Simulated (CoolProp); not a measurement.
Vapour-liquid equilibrium of R1234ze(E) (1) + R227EA (2) at 22.35 °C; x and y are mole fractions of (1).

Values from CoolProp's multi-fluid Helmholtz-energy mixture model, Thol 2016 and Lemmon 2016; pair parameters Bell 2023.

```
x     bubble pressure (bar)  y at the bubble point  dew pressure at overall composition x (bar)  liquid density (mol/L)
----  ---------------------  ---------------------  -------------------------------------------  ----------------------
0.05                  4.225                  0.057                                        4.221                   8.307
0.15                  4.293                  0.167                                        4.283                   8.473
0.25                  4.355                  0.272                                        4.342                   8.647
0.35                  4.412                  0.374                                        4.399                   8.829
0.45                  4.462                  0.473                                        4.451                   9.020
0.55                  4.505                  0.569                                        4.497                   9.221
0.65                  4.540                  0.664                                        4.535                   9.433
0.75                  4.567                  0.758                                        4.565                   9.657
0.85                  4.586                  0.854                                        4.586                   9.893
0.95                  4.596                  0.950                                        4.596                   10.14
```

No azeotrope shows between x = 0.05 and 0.95.

Pair parameters are fitted to limited data, so mixtures are less certain than the pure fluids.
